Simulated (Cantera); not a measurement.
Standard-state values (1 bar) from the NASA 1993 polynomials, evaluated with Cantera. Values are per mole of reaction as written; species without (g) are pure solids or liquids, kept so even where they would boil at 1 bar.

6 Cr + 3 NO(g) → O₃(g) + 3 Cr₂N

```
T (K)  ΔH° (kJ)  ΔS° (J/K)  ΔG° (kJ)  log10 K
-----  --------  ---------  --------  -------
300           ?          ?         ?        ?
750           ?          ?         ?        ?
800           ?          ?         ?        ?
850      -493.8     -314.1    -226.8    13.94
900      -492.1     -312.1    -211.1    12.25
950           ?          ?         ?        ?
1000     -488.6     -308.5    -180.1     9.41
```

### Question
What belongs in the gaps?

### Answer

- 300, ΔH° (kJ): -508.6
- 300, ΔS° (J/K): -340.1
- 300, ΔG° (kJ): -406.5
- 300, log10 K: 70.78
- 750, ΔH° (kJ): -497.1
- 750, ΔS° (J/K): -318.2
- 750, ΔG° (kJ): -258.4
- 750, log10 K: 18.00
- 800, ΔH° (kJ): -495.5
- 800, ΔS° (J/K): -316.1
- 800, ΔG° (kJ): -242.5
- 800, log10 K: 15.84
- 950, ΔH° (kJ): -490.3
- 950, ΔS° (J/K): -310.2
- 950, ΔG° (kJ): -195.6
- 950, log10 K: 10.75
